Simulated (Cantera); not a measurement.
Adiabatic ignition

An adiabatic, constant-pressure homogeneous reactor starts with CH₄ : O₂ : N₂ = 1 : 1.82 : 6.84 (molar parts), equivalence ratio 1.1, at 1225 K and 1800000 Pa.

Computed with Cantera and GRI-Mech 3.0 (53 species, 325 reactions). The pressure lies above the range GRI-Mech 3.0 was tuned for (to about 10 atm).

```tsv
t (s)	T (K)	x CH₄	x O₂	x HCO	x NO	x C₂H₄	x H₂
6.00e-6	1225	0.104	0.188	<1e-12	<1e-12	1.57e-12	1.06e-9
1.79e-5	1225	0.104	0.188	<1e-12	<1e-12	5.71e-11	9.52e-9
5.35e-5	1225	0.104	0.188	1.32e-12	<1e-12	3.12e-9	1.38e-7
0.000160	1225	0.103	0.188	2.36e-11	<1e-12	1.23e-7	2.02e-6
0.000476	1226	0.103	0.188	1.77e-10	<1e-12	1.35e-6	1.58e-5
0.00142	1240	0.101	0.186	5.04e-9	<1e-12	5.03e-5	0.000304
0.00424	2808	<1e-12	0.00396	1.57e-7	0.00478	<1e-12	0.0153
0.0127	2808	<1e-12	0.00396	1.57e-7	0.00478	<1e-12	0.0153
0.0378	2808	<1e-12	0.00396	1.57e-7	0.00478	<1e-12	0.0153
0.113	2808	<1e-12	0.00396	1.57e-7	0.00478	<1e-12	0.0153
0.337	2808	<1e-12	0.00396	1.57e-7	0.00478	<1e-12	0.0153
1.01	2808	<1e-12	0.00396	1.57e-7	0.00478	<1e-12	0.0153
3.00	2808	<1e-12	0.00396	1.57e-7	0.00478	<1e-12	0.0153
```
x: mole fraction; the columns are a selection and need not sum to one.

| Item | Value |
|---|---|
| time of steepest temperature rise | 1.91 ms |
| temperature at 3.00 s | 2808 K |
| equilibrium temperature | 2808 K |
| x(CH₄) at 3.00 s | <1e-12 (gas-phase equilibrium <1e-12) |
| x(O₂) at 3.00 s | 0.00396 (gas-phase equilibrium 0.00396) |
| x(HCO) at 3.00 s | 1.57e-7 (gas-phase equilibrium 1.57e-7) |
